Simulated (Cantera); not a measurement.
Input: 1 mol Al, 7.6 mol Cl2, equilibrated at 727 °C and 13300 Pa.

Equilibrium computed with Cantera from the NASA thermochemical tables; the gas is ideal and each condensed phase is pure. Candidate condensed phases: Al, AlCl3; 8 gas species. Kinetics and transport are ignored.

Base state: Cl2 0.858, AlCl3 0.140, Cl 0.000986, Al2Cl6 0.000261 (mole fractions); condensed: gas only.

### Question
What changes in the equilibrium state with this change: Cl2 from 7.6 to 0.34 mol?

### Answer
| species | before | after |
|---|---|---|
| AlCl3 | 0.140 | 0.956 |
| AlCl | <1e-9 | 0.0204 |
| Al2Cl6 | 0.000261 | 0.0121 |
| Cl2 | 0.858 | <1e-9 |
| AlCl2 | <1e-9 | 0.0119 |
| Cl | 0.000986 | <1e-9 |
| Al(l), mol | 0 | 0.769 |
The tables' values for AlCl2 are old estimates; treat these amounts as uncertain.

### Question
What changes in the equilibrium state with this change: Cl2 from 7.6 to 0.39 mol?

### Answer
```tsv
species	before	after
AlCl3	0.140	0.956
AlCl	<1e-9	0.0204
Al2Cl6	0.000261	0.0121
Cl2	0.858	<1e-9
AlCl2	<1e-9	0.0119
Cl	0.000986	<1e-9
Al(l), mol	0	0.735
```
The tables' values for AlCl2 are old estimates; treat these amounts as uncertain.
